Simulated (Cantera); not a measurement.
Feed: 1 mol SiH4, 2.4 mol HCl, 270 mol N2, held at 1323.15 K and 0.240 bar.

Method: chemical equilibrium by Gibbs-energy minimisation in Cantera with the NASA 1993 tables (ideal gas, pure condensed phases). Candidate condensed phases: NH4Cl, Si, Si3N4; 28 gas species. N2 is the only nitrogen source here; it is nearly inert below about 1500 K, so the nitride shown seldom forms there in practice. Kinetics and transport are ignored.

Base state: N2 0.984, HCl 0.00871, H2 0.00733 (mole fractions); condensed: Si3N4(s).

Q: What changes in the equilibrium state with this change: SiH4 replaced by SiCl4?

A: 
| species | before | after |
|---|---|---|
| N2 | 0.984 | 0.988 |
| HCl | 0.00871 | 0.00878 |
| SiCl4 | 7.82e-6 | 0.00364 |
| H2 | 0.00733 | 1.23e-6 |
| Cl | 2.77e-7 | 2.15e-5 |
| SiCl3 | 3.15e-6 | 1.89e-5 |
| Si3N4(s), mol | 0.332 | 0 |
The tables' values for SiCl3 are old estimates; treat these amounts as uncertain.
